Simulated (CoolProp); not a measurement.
Properties of cis-2-butene at several states (Tc = 435.8 K, pc = 4236 kPa, ω = 0.202).

Values from CoolProp's reference Helmholtz-energy equation of state, Lemmon 2005. It is a short technical equation, of lower accuracy than the large ones.

```
T (K)  p (kPa)   phase  cv (kJ/(kg K))  fugacity coefficient
-----  -------  ------  --------------  --------------------
346.2     11.1     gas           1.476                0.9981
457.8     1520     gas           1.948                   ___
271.5     18.4     gas             ___                0.9923
501.4      201     gas           2.064                0.9896
220        486  liquid           1.354                   ___
308.9      606  liquid           1.546                   ___
```

Problem. Some entries are withheld; supply them.

Solution. 
- 457.8, fugacity coefficient: 0.8957
- 271.5, cv (kJ/(kg K)): 1.201
- 220, fugacity coefficient: 0.01234
- 308.9, fugacity coefficient: 0.4589
